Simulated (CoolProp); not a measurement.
R13 along the isotherm 176.85 °C: density (kg/m³) from the reference equation and from simpler models built on Tc = 29.9 °C, pc = 3.973 MPa, ω = 0.175; each cubic takes its own stable root.

Computed with CoolProp (reference Helmholtz-energy equation of state, Platzer 1990). This equation is an older, rougher fit.

| p (MPa) | phase | reference |
|---|---|---|
| 0.132 | gas | 3.695 |
| 0.265 | gas | 7.438 |
| 0.397 | gas | 11.17 |
| 0.53 | gas | 14.96 |
| 0.662 | gas | 18.73 |
| 0.795 | gas | 22.56 |
| 0.927 | gas | 26.38 |
| 1.06 | gas | 30.24 |
| 1.19 | gas | 34.04 |
| 1.32 | gas | 37.86 |
| 1.46 | gas | 42.00 |
| 1.59 | gas | 45.86 |
| 1.72 | gas | 49.74 |
| 1.85 | gas | 53.65 |
| 1.99 | gas | 57.87 |

Question: How far does each simpler model (Redlich-Kwong, Soave-Redlich-Kwong) lie from the reference over these 15 states: mean and median of the absolute difference, and the worst?

Answer: 
- Redlich-Kwong: mean 0.5 %, median 0.6 %, worst +1.0 % at 176.85 °C and 1.99 MPa
- Soave-Redlich-Kwong: mean 0.1 %, median 0.1 %, worst -0.3 % at 176.85 °C and 1.99 MPa
